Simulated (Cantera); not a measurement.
A Cantera script and what it prints.

```python
import numpy as np
import cantera as ct

gas_names = [...]  # 95 gases of nasa_gas.yaml made of C, F, H
cond_names = """
    C(gr) C6H6(L) C7H8(L) C8H18(L),n-octa
""".split()


# ... load() reads the species with a 1 bar reference pressure and builds the phases ...
atoms = {
    'c-C4F8': {'C': 4, 'F': 8},
    'H2': {'H': 2},
}
top_T = {'C(gr)': 4500}  # K; cautious upper limits of use, not melting points


# ... equilibrate(T, P, feed) seeds the gas with the atoms and calls Mixture.equilibrate('TP', solver="vcs", rtol=1e-11, max_steps=5000) ...
results = []
feed = {'c-C4F8': 1, 'H2': 0.22}  # mol
P = 16  # Pa
for T in [948, 1098, 1248, 1398, 1548, 1698, 1848]:
    mix = equilibrate(T, P, feed)
    results.append((T, P, feed, dict(zip(mix.species_names, mix.species_moles))))

top = {s: max(r[3][s] / sum(r[3][g] for g in gas_names) for r in results) for s in gas_names}
cols = sorted((s for s in top if top[s] > 1e-06), key=lambda s: -top[s])[:9]
seen = [c for c in cond_names if any(r[3].get(c, 0) > 1e-12 for r in results)]
print("log10 of partial pressures in bar; condensed amounts in mol")
print(f"{'T/K':>10s}" + "".join(f"{s[:9]:>10s}" for s in cols + seen))
for T, P, feed, n in results:
    ng = sum(n[g] for g in gas_names)
    print(f"{T:10.4g}" + "".join(f"{np.log10(max(n[s] / ng * P / 1e5, 1e-99)):10.3f}" for s in cols)
          + "".join(f"{n.get(c, 0):10.4g}" for c in seen))
```

It prints:

```
log10 of partial pressures in bar; condensed amounts in mol
       T/K       CF4        HF       CF2         F       CF3        CF     C(gr)
       948    -3.887    -4.520   -12.021   -13.087   -12.039   -20.333      2.11
      1098    -3.887    -4.520    -9.894   -10.709   -10.320   -16.660      2.11
      1248    -3.887    -4.520    -8.283    -8.902    -9.016   -13.876      2.11
      1398    -3.887    -4.520    -7.023    -7.481    -7.996   -11.693     2.109
      1548    -3.891    -4.522    -6.013    -6.336    -7.177    -9.937     2.104
      1698    -3.920    -4.537    -5.198    -5.399    -6.524    -8.501     2.076
      1848    -4.067    -4.611    -4.579    -4.645    -6.071    -7.332     1.971
```

Equilibrium computed with Cantera from the NASA thermochemical tables; the gas is ideal and each condensed phase is pure. The feed counts by its element totals alone. Gases not in the tables: C2F6 and larger saturated fluorocarbons.
